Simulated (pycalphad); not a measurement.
Source of the numbers: pycalphad with the COST 507 light-alloy database (1999); pressure 1 atm. The database dates from 1999; later assessments differ in places, in temperatures and in the compounds included. Amounts are mole fractions of atoms.

**Question.** Give the equilibrium state of Al-0.68Si (at.%) at 900 K.

**Answer.** fcc, fraction 0.977, with 0.57 Si at.%; liquid, fraction 0.023, with 5.2 Si at.%.

**Question.** Give the equilibrium state of Al-0.68Si (at.%) at 600 K.

**Answer.** 
```
T = 600.00 K, P = 101325 Pa, N = 1 mol of atoms
G = -19953 J/mol, H = 7984 J/mol, S = 46.56 J/(mol K)  (SER reference)
chemical potentials (J/mol): Al -19995, Si -13847
phase             fraction      x(Al)      x(Si)
FCC_A1              0.9941     0.9991   0.000894
DIAMOND_A4          0.0059   1.14e-09     1.0000
```

FCC_A1 is fcc; DIAMOND_A4 is diamond (Si).
